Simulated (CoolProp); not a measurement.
Vapour-liquid equilibrium of C3F8 (R218) (1) + c-C4F8 (RC318) (2) at 0.379 MPa; x and y are mole fractions of (1).

Computed with CoolProp (multi-fluid Helmholtz-energy mixture model, Lemmon 2006 and Platzer 1990; pair parameters Bell 2016). This equation is an older, rougher fit; its heat capacities, sound speeds and derivatives of the liquid may be far off and weren't checked against measurements.

```tsv
x	bubble temperature, mixture model (°C)	bubble temperature, Raoult's law (°C)	y, mixture model	y, Raoult's law
0.05	30.4	28.5	0.070	0.126
0.2	26.8	21.3	0.306	0.414
0.35	21.5	15.3	0.536	0.612
0.5	15.3	10.2	0.723	0.751
0.65	9.1	5.7	0.853	0.852
0.8	3.5	1.8	0.937	0.927
0.95	-1.3	-1.7	0.988	0.984
```

The largest gap from Raoult's law is +6.2 K in bubble temperature, at x = 0.35. No azeotrope shows between x = 0.05 and 0.95.

The pair parameters rest on a limited set of measurements; away from them the model extrapolates.
